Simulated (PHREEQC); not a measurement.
Solution (9.6 °C): 0.22 mol/kgw CaCl2 and 0.028 mol/kgw K2SO4. Closed to the air; pH follows from the charge balance.

Equilibrium calculation in PHREEQC: Pitzer model, pitzer.dat.

Precipitation was switched off in this run.

Question: What activity of water does the model give?

Answer: activity of water 0.989.

Examples of supersaturated solids here: Gypsum. Others may be too. Constants without temperature data keep their 25 °C values here.
